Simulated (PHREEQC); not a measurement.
Make-up at 29 °C: 21 mmol/kgw Na2S, 9.8 mmol/kgw K3PO4 and 0.42 mmol/kgw NH4BF4. Closed to the air; pH follows from the charge balance.

Computed with PHREEQC (ion-association model, phreeqc.dat).

Precipitation was switched off in this run.

Estimate the pH, specific conductance, density.

pH 11.99; specific conductance 9540 µS/cm; density 1.000 g/cm³.

In which forms is F present?

F- 99 %, NaF 1.4 % of the F.

Complexes and solids missing from the database can't appear. With this much S-2 the pH rests on the database's HS-/S-2 constant; if that pK is higher, the solution is more alkaline. Real BF4- forms and hydrolyses slowly; the run takes it at equilibrium. The database's pK near 12.9 for HS-/S-2 is now thought far too low, so its S-2 is overstated.
